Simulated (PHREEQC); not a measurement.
Synthetic water in mmol/kgw, 65 °C, pH 7.73: Na 194; K 20.6; Ca 26.4; Mg 6.96; Cl 251; S(6) 13.3; Alkalinity (meq/kgw) 0.0697; Br 1.3; Li 0.292.

Cl is adjusted to close the charge balance.
Valence states are taken as typed.

The numbers come from PHREEQC with the Pitzer model, pitzer.dat.

```json
[
 {"quantity": "HCO3- (mol/kgw)", "before": "5.22e-5", "after": "2.71e-5"},
 {"quantity": "MgOH+ (mol/kgw)", "before": "3.42e-6", "after": "1.16e-5"},
 {"quantity": "CO2 (mol/kgw)", "before": "1.27e-6", "after": "7.29e-7"},
 {"quantity": "CO3-2 (mol/kgw)", "before": "1.02e-6", "after": "5.55e-7"},
 {"quantity": "MgCO3 (mol/kgw)", "before": "3.64e-7", "after": "2.32e-7"},
 {"quantity": "HSO4- (mol/kgw)", "before": "1.42e-8", "after": "2.48e-8"},
 {"quantity": "SI of Gypsum (CaSO4:2H2O)", "before": "-0.30", "after": "-0.26"}
]
```

### Question
Name the change that produced these shifts.
A) pH from 7.73 to 7.43 at the same alkalinity
B) temperature from 65 to 85 °C at the same typed pH
C) pH from 7.73 to 7.23 at the same alkalinity

### Answer
B, temperature from 65 to 85 °C at the same typed pH

No solid was allowed to form. Away from 25 °C the constants follow the database's enthalpies or fits; those with neither stay at their 25 °C values.
